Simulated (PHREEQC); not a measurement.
A column of 0.2 m (40 cells, dispersivity 0.007 m, 300 s a shift, diffusion coefficient 3e-10 m²/s) holds 0.18 eq of the database's cation exchanger X per kg of pore water, first in equilibrium with 0.00058 mol/kgw NaCl and 1e-05 mol/kgw HCl. It is flushed with 0.023 mol BaCl2, 0.0056 mol NH4Cl, 0.013 mol MgCl2 and 1e-05 mol HCl per kg of water, at 40 °C. Values are for the last cell. The system is closed to CO2. Precipitation was switched off in this run.

The series has 32 steps of pore volumes, from 0 to 6.987.

Computed with PHREEQC (ion-association model, phreeqc.dat).

**Question.** After how many pore volumes does Mg at the outlet first reach half of its feed value?

**Answer.** By 3.4 pore volumes; it later peaks at 0.0236 mol/kgw, above the feed's 0.0130.

**Question.** After how many pore volumes does Ba at the outlet first reach half of its feed value?

**Answer.** By 3.8 pore volumes.

**Question.** After how many pore volumes does NH4 at the outlet first reach half of its feed value?

**Answer.** By 3.2 pore volumes; it later peaks at 0.0120 mol/kgw, above the feed's 0.00560.

Away from 25 °C the constants follow the database's enthalpies or fits; those with neither stay at their 25 °C values.
